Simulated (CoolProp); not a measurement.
1,2-dichloroethane at several states: Z from the reference equation and from simpler models built on Tc = 561.6 K, pc = 5.226 MPa, ω = 0.269; each cubic takes its own stable root.

The numbers come from the reference Helmholtz-energy equation of state, Thol 2015 in CoolProp.

```csv
T (K),p (MPa),phase,reference,van der Waals,Soave-Redlich-Kwong
291.8,4.34,liquid,0.1407,0.2435,0.1616
398.1,0.0871,gas,0.9822,0.9888,0.9834
303.6,0.12,liquid,0.003801,0.9714,0.004364
497.3,5.16,liquid,0.1376,0.2298,0.1627
```

At some of these states van der Waals gives the other phase, because its saturation line lies elsewhere.
